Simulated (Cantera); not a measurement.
An isothermal, constant-pressure homogeneous reactor starts with CH₄ : CO₂ : H₂ = 1 : 1.8 : 0.062 (molar parts), at 1350 K and 2.07 atm.

Computed with Cantera and GRI-Mech 3.0 (53 species, 325 reactions).

x: mole fraction; the columns are a selection and need not sum to one.

```csv
t (s),x CH₄,x CO₂,x H₂,x CH₂CO,x OH,x HO₂,x H₂O
0.000500,0.349,0.629,0.0217,<1e-12,1.38e-10,<1e-12,9.01e-7
0.00106,0.349,0.629,0.0217,<1e-12,1.74e-10,<1e-12,2.91e-6
0.00226,0.349,0.629,0.0217,1.30e-12,1.84e-10,<1e-12,7.68e-6
0.00480,0.349,0.629,0.0217,7.35e-12,1.97e-10,<1e-12,1.84e-5
0.0102,0.349,0.629,0.0217,3.95e-11,2.20e-10,<1e-12,4.33e-5
0.0217,0.349,0.629,0.0218,2.14e-10,2.60e-10,<1e-12,0.000104
0.0461,0.348,0.629,0.0221,[?],3.17e-10,<1e-12,0.000258
0.0980,0.347,0.628,0.0228,[?],3.84e-10,<1e-12,0.000643
0.208,0.344,0.626,0.0248,[?],4.68e-10,<1e-12,0.00156
0.443,0.337,0.621,0.0294,[?],6.33e-10,<1e-12,0.00377
0.941,0.323,0.609,0.0384,[?],1.00e-9,<1e-12,0.00942
2.00,0.297,0.582,0.0515,[?],1.83e-9,<1e-12,0.0244
```

**Question.** What belongs in the gaps?

**Answer.** 
- 0.0461, x CH₂CO: 1.15e-9
- 0.0980, x CH₂CO: 5.49e-9
- 0.208, x CH₂CO: 2.16e-8
- 0.443, x CH₂CO: 8.00e-8
- 0.941, x CH₂CO: 2.97e-7
- 2.00, x CH₂CO: 1.04e-6
